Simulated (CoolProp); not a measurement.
Properties of dimethyl carbonate along the isotherm 493.8 K.

Computed with CoolProp (reference Helmholtz-energy equation of state, Zhou 2011).

```
p (bar)   phase        Z  cp (kJ/(kg K))  cv (kJ/(kg K))  speed of sound (m/s)  isothermal compressibility (1/MPa)
-------  ------  -------  --------------  --------------  --------------------  ----------------------------------
1.55        gas   0.9838           1.670           1.571                 216.5                               6.559
2.42        gas   0.9745           1.677           1.574                 214.7                                 [?]
3.76        gas   0.9600           1.687           1.577                 211.8                               2.774
5.86        gas   0.9364           1.706             [?]                 207.1                               1.829
9.12        gas   0.8975           1.741           1.593                 199.2                               1.235
14.2        gas   0.8298           1.820           1.613                 185.0                              0.8783
22.1     liquid  0.06454           2.490           1.690                   [?]                            0.008900
34.4     liquid  0.09943           2.447           1.689                 489.6                            0.007961
53.6     liquid   0.1527           2.395           1.688                 517.9                            0.006872
83.5     liquid   0.2335           2.337           1.687                 556.2                            0.005711
130      liquid   0.3551           2.279           1.686                 606.7                            0.004571
202      liquid   0.5361           2.223           1.687                 671.2                            0.003537
315      liquid   0.8077           2.172           1.691                 753.2                            0.002646
491      liquid      [?]           2.130           1.698                 855.3                            0.001926
```

### Question
What belongs in the gaps?

### Answer

- 2.42, isothermal compressibility (1/MPa): 4.242
- 5.86, cv (kJ/(kg K)): 1.583
- 22.1, speed of sound (m/s): 469.4
- 491, Z: 1.210
